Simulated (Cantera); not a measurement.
A Cantera script and its output.

```python
import numpy as np
import cantera as ct

gas = ct.Solution("gri30.yaml")
gas.TPX = 1798, 110000, {'NO': 1, 'N2': 1.1}
reactor = ct.IdealGasConstPressureReactor(gas, energy="off", clone=False)
net = ct.ReactorNet([reactor])
net.rtol, net.atol = 1e-08, 1e-18
show = ['NO', 'N2O', 'O2', 'NO2', 'O', 'N2']
times = np.geomspace(0.0002, 9, 10)

steps = ct.SolutionArray(gas, extra=["t"])
rows = []
print(f"{'t/s':>10s}{'T/K':>9s}{'P/Pa':>11s}" + "".join(f"{s:>11s}" for s in show))
for t in times:
    while net.time < t:
        t_next = net.step()
        steps.append(gas.state, t=t_next)
    rows.append([np.interp(t, steps.t, y) for y in (steps.T, steps.P, *steps(*show).X.T)])
    print(f"{t:10.3e}{rows[-1][0]:9.1f}{rows[-1][1]:11.4g}" + "".join(f"{x:11.3e}" for x in rows[-1][2:]))
rate = np.gradient(steps.T, steps.t)
print("integrator steps:", len(steps.t))
if steps.T.max() > steps.T[0] + 200:
    print(f"time of steepest temperature rise: {steps.t[rate.argmax()]:.4e} s")
gas.TPX = 1798, 110000, {'NO': 1, 'N2': 1.1}
gas.equilibrate("TP")
print(f"equilibrium (TP): T = {gas.T:.1f} K  " + "  ".join(f"{s} {gas[s].X[0]:.3e}" for s in show))
```

Output:

```
       t/s      T/K       P/Pa         NO        N2O         O2        NO2          O         N2
 2.000e-04   1798.0    1.1e+05  4.762e-01  1.070e-05  8.559e-08  1.061e-05  1.291e-06  5.238e-01
 6.577e-04   1798.0    1.1e+05  4.761e-01  3.096e-05  1.059e-06  3.944e-05  2.623e-06  5.238e-01
 2.163e-03   1798.0    1.1e+05  4.759e-01  6.944e-05  2.276e-05  1.279e-04  6.346e-06  5.239e-01
 7.114e-03   1798.0    1.1e+05  4.752e-01  9.441e-05  2.624e-04  2.005e-04  9.201e-06  5.242e-01
 2.340e-02   1798.0    1.1e+05  4.733e-01  9.495e-05  1.206e-03  2.175e-04  9.940e-06  5.252e-01
 7.694e-02   1798.0    1.1e+05  4.671e-01  9.223e-05  4.282e-03  2.588e-04  1.181e-05  5.283e-01
 2.530e-01   1798.0    1.1e+05  4.475e-01  8.413e-05  1.401e-02  3.504e-04  1.633e-05  5.381e-01
 8.321e-01   1798.0    1.1e+05  3.915e-01  6.365e-05  4.190e-02  4.799e-04  2.504e-05  5.661e-01
 2.737e+00   1798.0    1.1e+05  2.701e-01  2.988e-05  1.026e-01  5.025e-04  3.746e-05  6.268e-01
 9.000e+00   1798.0    1.1e+05  1.181e-01  5.802e-06  1.788e-01  2.879e-04  4.870e-05  7.028e-01
integrator steps: 904
equilibrium (TP): T = 1798.0 K  NO 4.314e-03  N2O 2.554e-07  O2 2.359e-01  NO2 1.206e-05  O 5.563e-05  N2 7.597e-01
```

Computed with Cantera and GRI-Mech 3.0 (53 species, 325 reactions).
